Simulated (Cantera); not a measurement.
An isothermal, constant-pressure homogeneous reactor starts with 0.217 % CH4, 5.38 % O2, 94.4 % N2, at 1575 K and 84000 Pa.

Detailed kinetics in Cantera: GRI-Mech 3.0 (53 species, 325 reactions).

One state of this run: x CH4 = 1.44e-6; x O2 = 0.0497; x NO = 4.03e-8; x CH2O = 2.89e-7; x HO2 = 2.31e-6; x HCN = 2.91e-9. x: mole fraction; the columns are a selection and need not sum to one.

**Question.** Which value of t (s) does it belong to?
A) 0.448
B) 0.0272
C) 1.82
D) 0.00165

**Answer.** D, 0.00165
